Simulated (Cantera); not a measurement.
## N2O furnace oxynitridation

An isothermal, constant-pressure homogeneous reactor starts with N2O : N2 = 1 : 0.29 (molar parts), at 1175 K and 1.78 atm.

Model: GRI-Mech 3.0 (53 species, 325 reactions), integrated in Cantera. GRI-Mech 3.0 was tuned for natural gas; its chemistry of N2O as a main component is partial and can be far from experiment. The mechanism lacks the step 2 NO + O2 → 2 NO2, which can matter for NO2 below about 1400 K. The temperature is held fixed by assumption; the heat of reaction is taken as removed at once.

| t (s) | x N2O | x N2 | x NO2 | x O | x O2 |
|---|---|---|---|---|---|
| 3.00e-5 | 0.775 | 0.225 | 2.72e-11 | 1.10e-6 | 5.47e-6 |
| 0.000101 | 0.775 | 0.225 | 3.88e-10 | 1.11e-6 | 2.07e-5 |
| 0.000337 | 0.775 | 0.225 | 4.62e-9 | 1.11e-6 | 7.16e-5 |
| 0.00113 | 0.774 | 0.225 | 5.16e-8 | 1.11e-6 | 0.000242 |
| 0.00378 | 0.773 | 0.226 | 5.38e-7 | 1.10e-6 | 0.000812 |
| 0.0127 | 0.767 | 0.230 | 4.74e-6 | 1.10e-6 | 0.00271 |
| 0.0424 | 0.748 | 0.241 | 2.85e-5 | 1.08e-6 | 0.00889 |
| 0.142 | 0.690 | 0.277 | 0.000109 | 1.01e-6 | 0.0279 |
| 0.476 | 0.540 | 0.368 | 0.000304 | 8.34e-7 | 0.0772 |
| 1.60 | 0.281 | 0.527 | 0.000579 | 5.09e-7 | 0.164 |
| 5.35 | 0.0595 | 0.666 | 0.000712 | 1.47e-7 | 0.241 |
| 17.9 | 0.00105 | 0.704 | 0.000866 | 8.26e-9 | 0.262 |
| 60.0 | 2.86e-7 | 0.704 | 0.000929 | 5.61e-9 | 0.262 |
x: mole fraction; the columns are a selection and need not sum to one.

Equilibrium at this temperature and pressure: N2O 1.63e-8, N2 0.721, NO2 5.26e-6, O 5.79e-9, O2 0.279 (gas phase only).
